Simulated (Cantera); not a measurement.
Thermodynamics of silicon etching in halogen gases, feed Si + HCl + H2

Feed: 1 mol Si, 3.1 mol HCl, 2.7 mol H2, equilibrated at 698 K and 6.50 Pa.

Equilibrium computed with Cantera from the NASA thermochemical tables; the gas is ideal and each condensed phase is pure. Candidate condensed phases: Si; 19 gas species. The tables' values for SiCl3 are old estimates; treat these amounts as uncertain. The numbers say what is thermodynamically allowed, not how fast it happens.

```yaml
x(H2): 0.841
x(SiCl4): 0.148
x(SiHCl3): 0.00731
x(HCl): 0.00336
x(SiCl3): 6.46e-5
x(SiH2Cl2): 2.36e-5
x(SiCl2): 9.52e-6
n(Si(s)): 0.220 mol
gas_amount: 5.020 mol
```
